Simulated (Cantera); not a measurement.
Cantera run, input and output.

```python
import numpy as np
import cantera as ct

gas = ct.Solution("gri30.yaml")
gas.TPX = 1800, 2300000, {'C3H8': 1, 'O2': 11.4, 'N2': 42.7}
reactor = ct.IdealGasReactor(gas, energy="on", clone=False)
net = ct.ReactorNet([reactor])
net.rtol, net.atol = 1e-08, 1e-16
show = ['C3H8', 'O2', 'N2O', 'NO2', 'HCN', 'C2H4']
times = np.geomspace(4e-06, 6, 12)

steps = ct.SolutionArray(gas, extra=["t"])
rows = []
print(f"{'t/s':>10s}{'T/K':>9s}{'P/Pa':>11s}" + "".join(f"{s:>11s}" for s in show))
for t in times:
    while net.time < t:
        t_next = net.step()
        steps.append(gas.state, t=t_next)
    rows.append([np.interp(t, steps.t, y) for y in (steps.T, steps.P, *steps(*show).X.T)])
    print(f"{t:10.3e}{rows[-1][0]:9.1f}{rows[-1][1]:11.4g}" + "".join(f"{x:11.3e}" for x in rows[-1][2:]))
rate = np.gradient(steps.T, steps.t)
print("integrator steps:", len(steps.t))
if steps.T.max() > steps.T[0] + 200:
    print(f"time of steepest temperature rise: {steps.t[rate.argmax()]:.4e} s")
gas.TPX = 1800, 2300000, {'C3H8': 1, 'O2': 11.4, 'N2': 42.7}
gas.equilibrate("UV")
print(f"equilibrium (UV): T = {gas.T:.1f} K  " + "  ".join(f"{s} {gas[s].X[0]:.3e}" for s in show))
```

It prints:

```
       t/s      T/K       P/Pa       C3H8         O2        N2O        NO2        HCN       C2H4
 4.000e-06   2850.8   3.74e+06  1.099e-38  1.116e-01  8.121e-06  1.436e-06  8.848e-11  2.244e-21
 1.457e-05   2857.5  3.746e+06  1.219e-44  1.103e-01  8.103e-06  6.995e-06  6.467e-11  1.575e-24
 5.309e-05   2845.3  3.729e+06  8.611e-46  1.075e-01  8.045e-06  2.372e-05  7.536e-11  1.295e-25
 1.934e-04   2822.5  3.697e+06  5.520e-46  1.022e-01  8.133e-06  5.394e-05  8.638e-11  9.450e-26
 7.045e-04   2810.6   3.68e+06  4.351e-46  9.952e-02  8.266e-06  6.924e-05  8.883e-11  7.985e-26
 2.567e-03   2810.3   3.68e+06  4.322e-46  9.944e-02  8.270e-06  6.966e-05  8.887e-11  7.947e-26
 9.351e-03   2810.3   3.68e+06  4.322e-46  9.944e-02  8.270e-06  6.966e-05  8.887e-11  7.947e-26
 3.406e-02   2810.3   3.68e+06  4.322e-46  9.944e-02  8.270e-06  6.966e-05  8.887e-11  7.947e-26
 1.241e-01   2810.3   3.68e+06  4.322e-46  9.944e-02  8.270e-06  6.966e-05  8.887e-11  7.947e-26
 4.521e-01   2810.3   3.68e+06  4.322e-46  9.944e-02  8.270e-06  6.966e-05  8.887e-11  7.947e-26
 1.647e+00   2810.3   3.68e+06  4.322e-46  9.944e-02  8.270e-06  6.966e-05  8.887e-11  7.947e-26
 6.000e+00   2810.3   3.68e+06  4.322e-46  9.944e-02  8.270e-06  6.966e-05  8.887e-11  7.947e-26
integrator steps: 1634
time of steepest temperature rise: 1.2076e-06 s
equilibrium (UV): T = 2810.3 K  C3H8 8.310e-46  O2 9.944e-02  N2O 8.270e-06  NO2 6.966e-05  HCN 8.887e-11  C2H4 1.000e-25
```

Model: GRI-Mech 3.0 (53 species, 325 reactions), integrated in Cantera. GRI-Mech 3.0 was tuned for natural gas; its chemistry of propane as a main component is partial and can be far from experiment. The pressure lies above the range GRI-Mech 3.0 was tuned for (to about 10 atm).
